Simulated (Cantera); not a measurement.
Cantera run:

```python
import numpy as np
import cantera as ct

gas_names = """
    CL CL2 H HCL H2 Si SiCL SiCL2 SiCL3 SiCL4 SiH SiHCL3 SiH2 SiH2CL2 SiH3 SiH3CL SiH4 Si2 Si3
""".split()
cond_names = """
    Si(cr) Si(L)
""".split()


def load(file, names, dense=False):
    # The tables refer to 1 bar. Condensed volumes are neglected.
    table = {s.name: s for s in ct.Species.list_from_file(file)}
    out = []
    for n in names:
        d = dict(table[n].input_data)
        d["thermo"] = dict(d["thermo"], **{"reference-pressure": 1e5})
        if dense:
            d["equation-of-state"] = {"model": "constant-volume", "density": "1e6 g/cm^3"}
        out.append(ct.Species.from_dict(d))
    return out


gas = ct.Solution(thermo="ideal-gas", species=load("nasa_gas.yaml", gas_names))
cond = {s.name: ct.Solution(thermo="fixed-stoichiometry", species=[s], name=s.name)
        for s in load("nasa_condensed.yaml", cond_names, dense=True)}
atoms = {
    'Si2H6': {'Si': 2, 'H': 6},
    'H2': {'H': 2},
    'HCl': {'H': 1, 'CL': 1},
}
top_T = {}  # K; cautious upper limits of use, not melting points


def equilibrate(T, P, feed):
    n = {}
    for name, mol in feed.items():
        for a, k in atoms[name].items():
            n[a] = n.get(a, 0.0) + k * mol
    gas.TPX = T, P, n
    mass = sum(n.values()) * gas.mean_molecular_weight
    gas.equilibrate("TP")
    valid = [c for c in cond.values() if c.min_temp <= T <= top_T.get(c.name, c.max_temp)]
    mix = ct.Mixture([(gas, mass / gas.mean_molecular_weight)] + [(c, 0.0) for c in valid])
    mix.T, mix.P = T, P
    mix.equilibrate("TP", solver="vcs", rtol=1e-11, max_steps=5000)
    return mix


results = []
feed = {'Si2H6': 1, 'H2': 11, 'HCl': 0.11}  # mol
T = 1500  # K
P = 91000  # Pa
mix = equilibrate(T, P, feed)
results.append((T, P, feed, dict(zip(mix.species_names, mix.species_moles))))
x = sorted(zip(gas.X, gas.species_names), reverse=True)
print(f"T = {T:g} K  P = {P:g} Pa  gas = {mix.phase_moles(0):.4g} mol")
print("   x: " + "  ".join(f"{s} {v:.3e}" for v, s in x if v > 1e-06))
print("   condensed (mol): " + ("  ".join(f"{mix.phase(i).name} {mix.phase_moles(i):.4g}"
      for i in range(1, mix.n_phases) if mix.phase_moles(i) > 1e-12) or "none"))
```

Result:

```
T = 1500 K  P = 91000 Pa  gas = 14.11 mol
   x: H2 9.924e-01  HCL 7.409e-03  SiCL2 1.776e-04  H 1.838e-05  SiH2CL2 5.392e-06  SiH3CL 3.492e-06  SiCL3 3.139e-06  SiHCL3 2.444e-06  SiH2 1.486e-06
   condensed (mol): Si(cr) 1.997
```

Equilibrium computed with Cantera from the NASA thermochemical tables; the gas is ideal and each condensed phase is pure. The feed counts by its element totals alone.
